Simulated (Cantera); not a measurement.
Feed: 1 mol B₂O₃, 56 mol H₂, held at 0.390 bar.

Method: chemical equilibrium by Gibbs-energy minimisation in Cantera with the NASA 1993 tables (ideal gas, pure condensed phases). Candidate condensed phases: B, B₂O₃, B₃O₃H₃, H₂O; 23 gas species. The numbers say what is thermodynamically allowed, not how fast it happens.

Task: At 1450 °C, list the 5 most abundant gas species with their mole fractions, and the condensed phases.

Result: H₂ 0.977, HBO 0.00994, HBO₂ 0.00811, B₂O₃ 0.00286, H₂O 0.00145. Condensed: B₂O₃(l).
